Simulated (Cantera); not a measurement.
A freely propagating, adiabatic, planar premixed flame of H₂ : O₂ : N₂ = 1 : 0.217 : 0.717 (molar parts), equivalence ratio 2.3, unburnt at 650 K and 33000 Pa; multicomponent+Soret transport, grid criteria slope 0.08 and curve 0.16, no radiation.

Detailed kinetics in Cantera: the H2/O2 subset of GRI-Mech 3.0, which has no nitrogen chemistry. Burning velocities carry a grid error of a few per cent, more on coarse grids.

Question: Predict: laminar burning velocity; thermal thickness; peak x(H); peak x(OH); peak x(O); peak x(HO₂).

Answer: 
| Property | Value |
|---|---|
| laminar burning velocity | 904 cm/s |
| thermal thickness | 1.94 mm |
| peak x(H) | 0.124 |
| peak x(OH) | 0.00454 |
| peak x(O) | 0.00426 |
| peak x(HO₂) | 8.06e-5 |
